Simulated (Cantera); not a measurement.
**Moist CO burnout**

An isothermal, constant-pressure homogeneous reactor starts with CO : O2 : H2O : N2 = 0.0019 : 0.061 : 0.00031 : 1 (molar parts), at 1200 K and 18000 Pa.

Cantera simulation using GRI-Mech 3.0 (53 species, 325 reactions); the numbers are that mechanism's predictions, not measurements.

```json
[
 {"t (s)": "2.00e-6", "x CO": "0.00179", "x O2": "0.0574", "x H2O": "0.000292", "x HO2": "<1e-12", "x H2": "<1e-12", "x OH": "<1e-12"},
 {"t (s)": "1.20e-5", "x CO": "0.00179", "x O2": "0.0574", "x H2O": "0.000292", "x HO2": "<1e-12", "x H2": "<1e-12", "x OH": "<1e-12"},
 {"t (s)": "7.19e-5", "x CO": "0.00179", "x O2": "0.0574", "x H2O": "0.000292", "x HO2": "<1e-12", "x H2": "<1e-12", "x OH": "<1e-12"},
 {"t (s)": "0.000431", "x CO": "0.00179", "x O2": "0.0574", "x H2O": "0.000292", "x HO2": "<1e-12", "x H2": "<1e-12", "x OH": "1.93e-12"},
 {"t (s)": "0.00258", "x CO": "0.00179", "x O2": "0.0574", "x H2O": "0.000292", "x HO2": "4.53e-12", "x H2": "<1e-12", "x OH": "5.26e-11"},
 {"t (s)": "0.0155", "x CO": "0.00179", "x O2": "0.0574", "x H2O": "0.000292", "x HO2": "3.03e-10", "x H2": "4.32e-12", "x OH": "1.99e-9"},
 {"t (s)": "0.0928", "x CO": "0.00172", "x O2": "0.0573", "x H2O": "0.000288", "x HO2": "2.01e-7", "x H2": "8.72e-8", "x OH": "6.40e-6"},
 {"t (s)": "0.557", "x CO": "6.59e-5", "x O2": "0.0565", "x H2O": "0.000288", "x HO2": "1.31e-7", "x H2": "1.07e-7", "x OH": "7.62e-6"},
 {"t (s)": "3.34", "x CO": "1.42e-6", "x O2": "0.0565", "x H2O": "0.000291", "x HO2": "9.74e-9", "x H2": "2.49e-9", "x OH": "1.34e-6"},
 {"t (s)": "20.0", "x CO": "1.36e-8", "x O2": "0.0565", "x H2O": "0.000292", "x HO2": "6.07e-10", "x H2": "1.45e-10", "x OH": "3.50e-7"}
]
```
x: mole fraction; the columns are a selection and need not sum to one.

Equilibrium at this temperature and pressure: CO 3.12e-10, O2 0.0565, H2O 0.000292, HO2 1.76e-10, H2 3.70e-11, OH 1.79e-7 (gas phase only).
